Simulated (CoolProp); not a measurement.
Values from CoolProp's reference Helmholtz-energy equation of state, Thol 2017.

**Question.** For octamethyltrisiloxane (MDM), give the phase and the Z, cp (kJ/(kg K)), cv (kJ/(kg K)), isothermal compressibility (1/MPa) at 412.1 K and 650 kPa; 556.9 K and 650 kPa.

**Answer.** 
- 412.1 K and 650 kPa: liquid; Z 0.0646, cp 2.07, cv 1.75, isothermal compressibility 0.00552
- 556.9 K and 650 kPa: gas; Z 0.811, cp 2.16, cv 2.05, isothermal compressibility 1.97
